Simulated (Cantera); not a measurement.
## CHF3 + Si + HCl (fluorocarbon and chlorocarbon gases)

Feed: 1 mol CHF3, 0.03 mol Si, 0.13 mol HCl, equilibrated at 13.3 mbar.

These are equilibrium values from Cantera (NASA tables, ideal gas, pure condensed phases), not measurements of a reactor. Candidate condensed phases: C, C6H6, C7H8, C8H18, Si, SiC; 143 gas species. The tables' values for SiF3 are old estimates; treat these amounts as uncertain. Gases not in the tables: C2F6 and larger saturated fluorocarbons. The numbers say what is thermodynamically allowed, not how fast it happens.

From 1873 K to 2673 K the condensed part is C(graphite). The main Si-bearing gas is SiF4 throughout.

```json
[
 {"T (K)": "1873", "log p HF": "-2.07", "log p F": "-4.13", "log p CF4": "-2.49", "log p CF2": "-3.69", "log p Cl": "-3.02", "log p CF": "-6.76", "log p SiF4": "-3.64", "n C(graphite)": "0.550"},
 {"T (K)": "1973", "log p HF": "-2.07", "log p F": "-3.69", "log p CF4": "-2.53", "log p CF2": "-3.32", "log p Cl": "-3.02", "log p CF": "-6.08", "log p SiF4": "-3.65", "n C(graphite)": "0.535"},
 {"T (K)": "2073", "log p HF": "-2.09", "log p F": "-3.31", "log p CF4": "-2.60", "log p CF2": "-3.00", "log p Cl": "-3.04", "log p CF": "-5.49", "log p SiF4": "-3.66", "n C(graphite)": "0.508"},
 {"T (K)": "2173", "log p HF": "-2.12", "log p F": "-2.98", "log p CF4": "-2.75", "log p CF2": "-2.76", "log p Cl": "-3.06", "log p CF": "-4.97", "log p SiF4": "-3.69", "n C(graphite)": "0.468"},
 {"T (K)": "2273", "log p HF": "-2.16", "log p F": "-2.71", "log p CF4": "-3.04", "log p CF2": "-2.61", "log p Cl": "-3.10", "log p CF": "-4.53", "log p SiF4": "-3.73", "n C(graphite)": "0.436"},
 {"T (K)": "2373", "log p HF": "-2.20", "log p F": "-2.52", "log p CF4": "-3.50", "log p CF2": "-2.58", "log p Cl": "-3.14", "log p CF": "-4.19", "log p SiF4": "-3.78", "n C(graphite)": "0.450"},
 {"T (K)": "2473", "log p HF": "-2.23", "log p F": "-2.39", "log p CF4": "-4.11", "log p CF2": "-2.64", "log p Cl": "-3.17", "log p CF": "-3.91", "log p SiF4": "-3.81", "n C(graphite)": "0.519"},
 {"T (K)": "2573", "log p HF": "-2.25", "log p F": "-2.30", "log p CF4": "-4.80", "log p CF2": "-2.77", "log p Cl": "-3.19", "log p CF": "-3.69", "log p SiF4": "-3.84", "n C(graphite)": "0.608"},
 {"T (K)": "2673", "log p HF": "-2.27", "log p F": "-2.25", "log p CF4": "-5.54", "log p CF2": "-2.93", "log p Cl": "-3.21", "log p CF": "-3.52", "log p SiF4": "-3.87", "n C(graphite)": "0.683"}
]
```
log p: log10 of the partial pressure in bar; n: condensed amount in mol.
